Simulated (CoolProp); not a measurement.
Ethylene along the isotherm 147.8 K: fugacity coefficient from the reference equation and from simpler models built on Tc = 282.4 K, pc = 50.42 bar, ω = 0.087; each cubic takes its own stable root.

Computed with CoolProp (reference Helmholtz-energy equation of state, Smukala 2000).

```
p (bar)   phase  reference  van der Waals  Redlich-Kwong  Soave-Redlich-Kwong
-------  ------  ---------  -------------  -------------  -------------------
45.8     liquid   0.005913        0.05090       0.005450             0.005877
91.7     liquid   0.003514        0.03309       0.003258             0.003514
138      liquid   0.002780        0.02860       0.002592             0.002797
183      liquid   0.002481        0.02778       0.002326             0.002511
229      liquid   0.002354        0.02869       0.002219             0.002396
275      liquid   0.002326        0.03083       0.002204             0.002380
321      liquid   0.002361        0.03402       0.002251             0.002431
367      liquid   0.002446        0.03826       0.002345             0.002533
413      liquid   0.002573        0.04367       0.002480             0.002680
458      liquid   0.002735        0.05024       0.002650             0.002864
504      liquid   0.002938        0.05850       0.002863             0.003095
```
